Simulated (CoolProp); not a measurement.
Vapour-liquid equilibrium of cyclohexane (1) + toluene (2) at 1.33 MPa; x and y are mole fractions of (1).

Computed with CoolProp (multi-fluid Helmholtz-energy mixture model, Zhou 2014 and Lemmon 2006; pair parameters Bell 2016).

Task: Give the bubble temperature and the first vapour's composition at x = 0.15, 0.25, 0.85. Is there an azeotrope?

Result: x = 0.15: 499.8 K, y = 0.222; x = 0.25: 495.1 K, y = 0.347; x = 0.85: 475.7 K, y = 0.886. No azeotrope shows between x = 0.05 and 0.95.

The pair parameters rest on a limited set of measurements; away from them the model extrapolates.
